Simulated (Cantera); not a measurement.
Input: 1 mol Si, 0.18 mol O₂, 57 mol N₂, equilibrated at 1900 °C and 1.00 mbar.

Method: chemical equilibrium by Gibbs-energy minimisation in Cantera with the NASA 1993 tables (ideal gas, pure condensed phases). Candidate condensed phases: Si, SiO₂, Si₂N₂O, Si₃N₄; 16 gas species. The tables' values for SiN are old estimates; treat these amounts as uncertain. Rates play no part.

Base state: N₂ 0.983, Si 0.0110, SiO 0.00621, SiN 6.12e-5 (mole fractions); condensed: gas only.

Problem. What changes in the equilibrium state with this change: temperature from 1900 °C to 1600 °C?

Solution. 
```tsv
species	before	after
N₂	0.983	0.985
Si	0.0110	0.00882
SiO	0.00621	0.00622
Si₂N	2.68e-6	0.000148
Si₃	4.93e-8	1.51e-5
Si₂	6.44e-6	6.58e-5
Si(l), mol	0	0.0964
```
